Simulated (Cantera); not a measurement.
A closed system holds: 1 mol Fe₃O₄, 0.72 mol CH₄, 6.4 mol N₂, held at 2330 Torr.

Cantera equilibrium calculation (NASA polynomials, part measured and part estimated; ideal gas, pure solids and liquids). Candidate condensed phases: C, C₆H₆, C₇H₈, C₈H₁₈, Fe, Fe(CO)₅, FeO, Fe(OH)₂, Fe(OH)₃, Fe₂O₃, Fe₃O₄, H₂O; 140 gas species. Mutual solubility and eutectic melting of coexisting phases are not modelled. The tables' stoichiometric FeO is somewhat more stable than real wüstite, so its field is too wide. FeO: taken at fixed stoichiometry. Kinetics and transport are ignored. All values below are at 1052 °C.

Base state: N₂ 0.748, H₂ 0.126, CO 0.0711, H₂O 0.0427, CO₂ 0.0130, NH₃ 1.34e-5 (mole fractions); condensed: Fe(γ) + FeO(s).

Task: What changes in the equilibrium state with this change: 0.68 mol NH₃ added?

Result: 
| species | before | after |
|---|---|---|
| N₂ | 0.748 | 0.679 |
| H₂ | 0.126 | 0.185 |
| H₂O | 0.0427 | 0.0629 |
| CO | 0.0711 | 0.0614 |
| CO₂ | 0.0130 | 0.0112 |
| NH₃ | 1.34e-5 | 2.29e-5 |
| Fe(γ), mol | 0.196 | 0.455 |
| FeO(s), mol | 2.80 | 2.54 |
